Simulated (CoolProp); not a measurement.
Properties of ethylene along the isobar 0.735 MPa (Tc = 282.4 K, pc = 5.042 MPa, ω = 0.087).

Model: reference Helmholtz-energy equation of state, Smukala 2000, in CoolProp.

```tsv
T (K)	phase	speed of sound (m/s)	Joule-Thomson coefficient (K/MPa)
169.6	liquid	?	-0.4185
199.8	liquid	?	-0.2812
229.9	gas	?	20.62
260.1	gas	299.6	14.81
290.3	gas	317.9	11.11
320.4	gas	334.1	8.589
350.6	gas	?	6.793
380.8	gas	362.9	5.476
410.9	gas	376.1	4.488
441.1	gas	388.7	3.726
```

Task: Complete the blanks.

Result: 
- 169.6, speed of sound (m/s): 1311
- 199.8, speed of sound (m/s): 1075
- 229.9, speed of sound (m/s): 277.8
- 350.6, speed of sound (m/s): 349.0
